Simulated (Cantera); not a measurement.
An isothermal, constant-pressure homogeneous reactor starts with NO : N2 = 1 : 1.9 (molar parts), at 1400 K and 9600 Pa. Integrator tolerance rtol = 1e-08.

Detailed kinetics in Cantera: GRI-Mech 3.0 (53 species, 325 reactions).

Problem. What does this change do: temperature 1400 to 2025 K?

Solution. 
```csv
quantity,before,after
x(NO) at 100 s,0.340 (gas-phase equilibrium 0.000675),0.00752 (gas-phase equilibrium 0.00752)
x(N2) at 100 s,0.658 (gas-phase equilibrium 0.827),0.823 (gas-phase equilibrium 0.823)
x(O2) at 100 s,0.00254 (gas-phase equilibrium 0.172),0.168 (gas-phase equilibrium 0.168)
x(N2O) at 100 s,3.37e-5 (gas-phase equilibrium 1.36e-8),1.34e-7 (gas-phase equilibrium 1.34e-7)
x(NO2) at 100 s,9.87e-5 (gas-phase equilibrium 1.40e-6),3.45e-6 (gas-phase equilibrium 3.45e-6)
```
